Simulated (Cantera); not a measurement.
An isothermal, constant-pressure homogeneous reactor starts with CH₄ : N₂ = 1 : 5 (molar parts), at 1625 K and 0.493 atm. Integrator tolerance rtol = 1e-08.

Detailed kinetics in Cantera: GRI-Mech 3.0 (53 species, 325 reactions). GRI-Mech 3.0 stops at C3 and has no aromatics, soot or wall deposition, so with more carbon than oxygen in the feed, carbon stays in small species such as C2H2 where larger ones or solid carbon would form.

```tsv
quantity	before	after
x(CH₄) at 200 s	0.00309 (gas-phase equilibrium 0.00208)	0.00609 (gas-phase equilibrium 0.00424)
x(CH₂) at 200 s	2.90e-9 (gas-phase equilibrium 1.94e-9)	1.07e-9 (gas-phase equilibrium 7.30e-10)
x(H) at 200 s	4.60e-5 (gas-phase equilibrium 4.62e-5)	2.03e-5 (gas-phase equilibrium 2.05e-5)
x(C₂H₆) at 200 s	2.44e-7 (gas-phase equilibrium 1.10e-7)	7.41e-7 (gas-phase equilibrium 3.53e-7)
x(C₂H) at 200 s	5.85e-8 (gas-phase equilibrium 2.58e-8)	1.70e-8 (gas-phase equilibrium 7.83e-9)
x(C₂H₂) at 200 s	0.0695 (gas-phase equilibrium 0.0308)	0.0677 (gas-phase equilibrium 0.0314)
x(H₂) at 200 s	0.210 (gas-phase equilibrium 0.211)	0.205 (gas-phase equilibrium 0.208)
```

Question: Which change was made?
A. temperature 1625 to 1550 K
B. pressure from 0.493 atm to 0.0132 atm
C. pressure from 0.493 atm to 0.0109 atm
D. N2 5 to 35 parts

Answer: A, temperature 1625 to 1550 K
